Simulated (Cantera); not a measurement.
An isothermal, constant-pressure homogeneous reactor starts with NO : N2 = 1 : 1.3 (molar parts), at 1698 K and 1200 Pa. Integrator tolerance rtol = 1e-08.

Cantera simulation using GRI-Mech 3.0 (53 species, 325 reactions); the numbers are that mechanism's predictions, not measurements. Radical loss at walls, strong at low pressure, is not modelled.

**Question.** What does this change do: pressure from 1200 Pa to 100000 Pa?

**Answer.** 
| quantity | before | after |
|---|---|---|
| x(NO) at 100 s | 0.385 (gas-phase equilibrium 0.00292) | 0.0323 (gas-phase equilibrium 0.00292) |
| x(NO2) at 100 s | 4.28e-5 (gas-phase equilibrium 1.02e-6) | 9.94e-5 (gas-phase equilibrium 9.29e-6) |
| x(O) at 100 s | 7.53e-5 (gas-phase equilibrium 0.000187) | 1.98e-5 (gas-phase equilibrium 2.05e-5) |
| x(N2) at 100 s | 0.590 (gas-phase equilibrium 0.781) | 0.766 (gas-phase equilibrium 0.781) |
| x(O2) at 100 s | 0.0246 (gas-phase equilibrium 0.216) | 0.201 (gas-phase equilibrium 0.216) |
| x(N2O) at 100 s | 4.70e-5 (gas-phase equilibrium 1.86e-8) | 5.52e-7 (gas-phase equilibrium 1.70e-7) |

**Question.** What does this change do: pressure from 1200 Pa to 2670 Pa?

**Answer.** 
| quantity | before | after |
|---|---|---|
| x(NO) at 100 s | 0.385 (gas-phase equilibrium 0.00292) | 0.341 (gas-phase equilibrium 0.00292) |
| x(NO2) at 100 s | 4.28e-5 (gas-phase equilibrium 1.02e-6) | 8.05e-5 (gas-phase equilibrium 1.52e-6) |
| x(O) at 100 s | 7.53e-5 (gas-phase equilibrium 0.000187) | 6.33e-5 (gas-phase equilibrium 0.000125) |
| x(N2) at 100 s | 0.590 (gas-phase equilibrium 0.781) | 0.612 (gas-phase equilibrium 0.781) |
| x(O2) at 100 s | 0.0246 (gas-phase equilibrium 0.216) | 0.0466 (gas-phase equilibrium 0.216) |
| x(N2O) at 100 s | 4.70e-5 (gas-phase equilibrium 1.86e-8) | 3.79e-5 (gas-phase equilibrium 2.77e-8) |

**Question.** What does this change do: pressure from 1200 Pa to 17000 Pa?

**Answer.** 
| quantity | before | after |
|---|---|---|
| x(NO) at 100 s | 0.385 (gas-phase equilibrium 0.00292) | 0.155 (gas-phase equilibrium 0.00292) |
| x(NO2) at 100 s | 4.28e-5 (gas-phase equilibrium 1.02e-6) | 0.000163 (gas-phase equilibrium 3.83e-6) |
| x(O) at 100 s | 7.53e-5 (gas-phase equilibrium 0.000187) | 4.04e-5 (gas-phase equilibrium 4.96e-5) |
| x(N2) at 100 s | 0.590 (gas-phase equilibrium 0.781) | 0.705 (gas-phase equilibrium 0.781) |
| x(O2) at 100 s | 0.0246 (gas-phase equilibrium 0.216) | 0.140 (gas-phase equilibrium 0.216) |
| x(N2O) at 100 s | 4.70e-5 (gas-phase equilibrium 1.86e-8) | 8.34e-6 (gas-phase equilibrium 7.00e-8) |
